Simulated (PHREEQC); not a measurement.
Consider water at 79 °C with 0.13 mol/kgw NH3, 2.9e-07 mol/kgw H4SiO4 and 3.3e-06 mol/kgw CO2. Closed to the air; pH follows from the charge balance.

Model: ion-association model, phreeqc.dat, run in PHREEQC.

Question: The ionic strength comes out as 0.00158 mol/kgw. What activity coefficients do HCO3-, NH4+, CO3-2, OH- get?

Answer: HCO3- 0.95, NH4+ 0.95, CO3-2 0.82, OH- 0.95.

This is a speciation only: nothing precipitates in the calculation. At this temperature some constants are extrapolated from 25 °C, and those without enthalpy data are left unchanged.
